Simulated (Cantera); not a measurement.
Input (Python, Cantera) and output of one run.

```python
import numpy as np
import cantera as ct

gas_names = """
    C CH CH2 CH3 CH2OH CH3O CH4 CH3OH CO CO2 COOH C2 C2H CHCO,ketyl C2H2,acetylene C2H2,vinylidene
    CH2CO,ketene C2H3,vinyl CH3CO,acetyl C2H4 C2H4O,ethylen CH3CHO,ethanal CH3COOH (HCOOH)2 C2H5 C2H6
    CH3OCH3 C2H5OH C2O C3 C3H3,propargyl C3H4,allene C3H4,propyne C3H4,cyclo- C3H5,allyl C3H6,propylene
    C3H6,cyclo- C3H6O C3H7,n-propyl C3H7,i-propyl C3H8 C3H8O,1propanol C3H8O,2propanol C3O2 C4 C4H2
    C4H4,1,3-cyclo- C4H6,butadiene C4H6,2-butyne C4H6,cyclo- C4H8,1-butene C4H8,cis2-buten
    C4H8,tr2-butene C4H8,isobutene C4H8,cyclo- (CH3COOH)2 C4H9,n-butyl C4H9,i-butyl C4H9,s-butyl
    C4H9,t-butyl C4H10,isobutane C4H10,n-butane C5 C5H6,1,3cyclo- C5H8,cyclo- C5H10,1-pentene
    C5H10,cyclo- C5H11,pentyl C5H11,t-pentyl C5H12,n-pentane C5H12,i-pentane CH3C(CH3)2CH3 C6H2
    C6H5,phenyl C6H5O,phenoxy C6H6 C6H5OH,phenol C6H10,cyclo- C6H12,1-hexene C6H12,cyclo- C6H13,n-hexyl
    C7H7,benzyl C7H8 C7H8O,cresol C7H14,1-heptene C7H15,n-heptyl C7H16,n-heptane C8H8,styrene
    C8H10,ethylbenz C8H16,1-octene C8H17,n-octyl C8H18,isooctane C8H18,n-octane C9H19,n-nonyl
    C10H8,naphthale C10H21,n-decyl C12H9,o-bipheny C12H10,bipheny Fe FeC5O5 FeO Fe(OH)2 H HCO HO2 H2
    HCHO,formaldehy HCOOH H2O H2O2 O OH O2 O3
""".split()
cond_names = """
    C(gr) C6H6(L) C7H8(L) C8H18(L),n-octa Fe(a) Fe(c) Fe(d) Fe(L) FeC5O5(L) FeO(s) FeO(L) Fe(OH)2(s)
    Fe(OH)3(s) Fe2O3(s) Fe3O4(s) H2O(s) H2O(L)
""".split()


def load(file, names, dense=False):
    # The tables refer to 1 bar. Condensed volumes are neglected.
    table = {s.name: s for s in ct.Species.list_from_file(file)}
    out = []
    for n in names:
        d = dict(table[n].input_data)
        d["thermo"] = dict(d["thermo"], **{"reference-pressure": 1e5})
        if dense:
            d["equation-of-state"] = {"model": "constant-volume", "density": "1e6 g/cm^3"}
        out.append(ct.Species.from_dict(d))
    return out


gas = ct.Solution(thermo="ideal-gas", species=load("nasa_gas.yaml", gas_names))
cond = {s.name: ct.Solution(thermo="fixed-stoichiometry", species=[s], name=s.name)
        for s in load("nasa_condensed.yaml", cond_names, dense=True)}
atoms = {
    'Fe(CO)5': {'Fe': 1, 'C': 5, 'O': 5},
    'H2': {'H': 2},
}
top_T = {'C(gr)': 4500, 'Fe2O3(s)': 1830, 'Fe3O4(s)': 1870}  # K; cautious upper limits of use, not melting points


def equilibrate(T, P, feed):
    n = {}
    for name, mol in feed.items():
        for a, k in atoms[name].items():
            n[a] = n.get(a, 0.0) + k * mol
    gas.TPX = T, P, n
    mass = sum(n.values()) * gas.mean_molecular_weight
    gas.equilibrate("TP")
    valid = [c for c in cond.values() if c.min_temp <= T <= top_T.get(c.name, c.max_temp)]
    mix = ct.Mixture([(gas, mass / gas.mean_molecular_weight)] + [(c, 0.0) for c in valid])
    mix.T, mix.P = T, P
    mix.equilibrate("TP", solver="vcs", rtol=1e-11, max_steps=5000)
    return mix


results = []
feed = {'Fe(CO)5': 1, 'H2': 1.2}  # mol
P = 280  # Pa
for T in [1100, 1150, 1200, 1250, 1300, 1350, 1400, 1450]:
    mix = equilibrate(T, P, feed)
    results.append((T, P, feed, dict(zip(mix.species_names, mix.species_moles))))
    x = sorted(zip(gas.X, gas.species_names), reverse=True)
    print(f"T = {T:g} K  P = {P:g} Pa  gas = {mix.phase_moles(0):.4g} mol")
    print("   x: " + "  ".join(f"{s} {v:.3e}" for v, s in x if v > 0.001))
    print("   condensed (mol): " + ("  ".join(f"{mix.phase(i).name} {mix.phase_moles(i):.4g}"
          for i in range(1, mix.n_phases) if mix.phase_moles(i) > 1e-12) or "none"))
```

Output:

```
T = 1100 K  P = 280 Pa  gas = 6.199 mol
   x: CO 8.063e-01  H2 1.935e-01
   condensed (mol): C(gr) 0.001215  Fe(a) 1
T = 1150 K  P = 280 Pa  gas = 6.199 mol
   x: CO 8.064e-01  H2 1.935e-01
   condensed (mol): C(gr) 0.000557  Fe(a) 1
T = 1200 K  P = 280 Pa  gas = 6.2 mol
   x: CO 8.064e-01  H2 1.935e-01
   condensed (mol): C(gr) 0.0002731  Fe(c) 1
T = 1250 K  P = 280 Pa  gas = 6.2 mol
   x: CO 8.064e-01  H2 1.935e-01
   condensed (mol): C(gr) 0.0001417  Fe(c) 1
T = 1300 K  P = 280 Pa  gas = 6.2 mol
   x: CO 8.064e-01  H2 1.935e-01
   condensed (mol): C(gr) 7.659e-05  Fe(c) 1
T = 1350 K  P = 280 Pa  gas = 6.2 mol
   x: CO 8.064e-01  H2 1.935e-01
   condensed (mol): C(gr) 4.171e-05  Fe(c) 1
T = 1400 K  P = 280 Pa  gas = 6.2 mol
   x: CO 8.064e-01  H2 1.935e-01
   condensed (mol): C(gr) 2.059e-05  Fe(c) 1
T = 1450 K  P = 280 Pa  gas = 6.2 mol
   x: CO 8.064e-01  H2 1.935e-01
   condensed (mol): C(gr) 4.735e-06  Fe(c) 0.9999
```

Equilibrium computed with Cantera from the NASA thermochemical tables; the gas is ideal and each condensed phase is pure. Condensed phases not in the tables: cementite and carbon dissolved in iron.
